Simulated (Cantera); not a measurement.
Feed: 1 mol NH₃, 0.088 mol SO₂, 2.7 mol H₂, at 0.100 bar.

These are equilibrium values from Cantera (NASA tables, ideal gas, pure condensed phases), not measurements of a reactor. Candidate condensed phases: H₂O, H₂SO₄, S; 35 gas species. Equilibrium is a limit: real reactors are often held back by kinetics, nucleation or transport. All values below are at 2200 K.

Base state: H₂ 0.827, N₂ 0.105, H₂O 0.0363, H 0.0162, SH 0.00526, H₂S 0.00509, S₂ 0.00293, S 0.00179 (mole fractions); condensed: gas only.

Q: What changes in the equilibrium state with this change: pressure from 0.100 bar to 20.0 bar?

A: 
```
species    before    after
-------  --------  -------
H₂          0.827    0.837
N₂          0.105    0.106
H₂O        0.0363   0.0374
H          0.0162  0.00115
H₂S       0.00509   0.0171
NH₃       3.61e-7  7.41e-5
S         0.00179  2.97e-5
SO       0.000395  6.68e-6
SO₂       2.57e-5  4.41e-7
```
